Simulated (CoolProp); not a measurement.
Vapour pressure (kPa) of fluorine: the reference equation beside estimates from Tc = 144.4 K, pc = 5240 kPa, ω = 0.045. Clausius-Clapeyron is anchored at 98.2 K with a constant enthalpy of vaporisation of 6.100 kJ/mol.

Model: reference Helmholtz-energy equation of state, de Reuck 1990, in CoolProp.

| T (K) | reference | Lee-Kesler | Clausius-Clapeyron | van der Waals | Redlich-Kwong | Peng-Robinson |
|---|---|---|---|---|---|---|
| 90.9 | 189.3 | 192.4 | 202.3 | 596.9 | 174.4 | 195.0 |
| 93.4 | 240.8 | 244.6 | 251.0 | 692.7 | 226.3 | 247.1 |
| 95.8 | 299.6 | 304.0 | 305.6 | 793.8 | 286.1 | 306.3 |
| 98.2 | 368.6 | 373.7 | 368.6 | 904.3 | 356.9 | 375.7 |
| 100.7 | 452.2 | 458.2 | 443.7 | 1030 | 443.4 | 459.8 |
| 103.1 | 545.0 | 551.7 | 525.7 | 1160 | 539.8 | 552.9 |
| 105.5 | 651.0 | 658.4 | 618.0 | 1301 | 650.3 | 659.4 |
| 108 | 776.6 | 784.7 | 726.0 | 1459 | 781.6 | 785.6 |
| 110.4 | 913.0 | 921.5 | 841.5 | 1622 | 924.3 | 922.7 |
| 112.8 | 1066 | 1075 | 969.3 | 1797 | 1084 | 1076 |
| 115.2 | 1236 | 1245 | 1110 | 1982 | 1262 | 1248 |
| 117.7 | 1434 | 1443 | 1271 | 2188 | 1469 | 1447 |
| 120.1 | 1643 | 1652 | 1439 | 2397 | 1687 | 1659 |
| 122.5 | 1874 | 1883 | 1622 | 2619 | 1927 | 1892 |
| 125 | 2139 | 2147 | 1829 | 2863 | 2200 | 2159 |

Absolute difference from the reference over all 15 rows, mean and median: Lee-Kesler 1.0 and 1.0 %, Clausius-Clapeyron 7.3 and 6.9 %, van der Waals 101.4 and 87.9 %, Redlich-Kwong 2.7 and 2.4 %, Peng-Robinson 1.5 and 1.2 %.
